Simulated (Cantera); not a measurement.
Input: 1 mol Cu2O, 5.7 mol CH4, 9.5 mol N2, at 1873 K and 0.353 Torr.

Cantera equilibrium calculation (NASA polynomials, part measured and part estimated; ideal gas, pure solids and liquids). Kinetics and transport are ignored.

| species | before | after |
|---|---|---|
| H2 | 0.460 | 0.383 |
| N2 | 0.392 | 0.369 |
| H | 0.0202 | 0.119 |
| CO | 0.0414 | 0.0393 |
| Cu | 0.0828 | 0.0787 |
| CN | 2.77e-6 | 9.54e-5 |
| C2H2 (acetylene) | 0.000144 | 0.000734 |
| HNC | 0.000163 | 0.000695 |
| HCN | 0.00367 | 0.00953 |
| C(graphite), mol | 4.60 | 4.40 |
Gas species are given as mole fractions.

Problem. Which change was made?
A) temperature from 1873 K to 1075 K
B) temperature from 1873 K to 2148 K
C) N2 from 9.5 to 0.57 mol
D) N2 from 9.5 to 0.64 mol

Solution. B, temperature from 1873 K to 2148 K
